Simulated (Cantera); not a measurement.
Counterflow diffusion flame

A counterflow diffusion flame at 1800 Torr, nozzles 20 mm apart: fuel side 54.9 % CH₄, 45.1 % H₂ at 425 K, oxidiser side 19.0 % O₂, 81.0 % N₂ at 475 K, fuel mass flux 0.65 times the oxidiser's; mixture-averaged transport, no radiation.

Computed with Cantera and GRI-Mech 3.0 (53 species, 325 reactions). GRI-Mech 3.0 has no aromatics or soot, which form on the fuel side of real flames. The maximum strain rate includes the flame's own expansion and is several times the mean.

| oxidiser flux (kg/m²/s) | max strain (1/s) | mean strain (1/s) | T max (K) | peak x OH | peak x H | peak x NO | peak x CO | peak x C₂H₂ |
|---|---|---|---|---|---|---|---|---|
| 1.4 | 497 | 109 | 2209 | 0.00861 | 0.00418 | 0.000216 | 0.0319 | 0.00796 |
| 2 | 702 | 156 | 2190 | 0.00876 | 0.00454 | 0.000199 | 0.0312 | 0.00736 |
| 2.6 | 899 | 202 | 2179 | 0.00890 | 0.00484 | 0.000187 | 0.0310 | 0.00703 |
| 3.6 | 1220 | 280 | 2164 | 0.00899 | 0.00521 | 0.000171 | 0.0307 | 0.00666 |
| 4.9 | 1620 | 381 | 2148 | 0.00903 | 0.00557 | 0.000155 | 0.0305 | 0.00637 |
| 6.6 | 2120 | 514 | 2129 | 0.00897 | 0.00591 | 0.000137 | 0.0304 | 0.00607 |
| 9 | 2800 | 700 | 2108 | 0.00882 | 0.00625 | 0.000118 | 0.0303 | 0.00577 |
| 12 | 3620 | 934 | 2088 | 0.00866 | 0.00656 | 9.99e-5 | 0.0304 | 0.00552 |
| 17 | 4910 | 1320 | 2061 | 0.00834 | 0.00690 | 7.88e-5 | 0.0307 | 0.00513 |
| 22 | 6160 | 1710 | 2037 | 0.00797 | 0.00708 | 6.32e-5 | 0.0310 | 0.00472 |
x: mole fraction; the columns are a selection and need not sum to one.
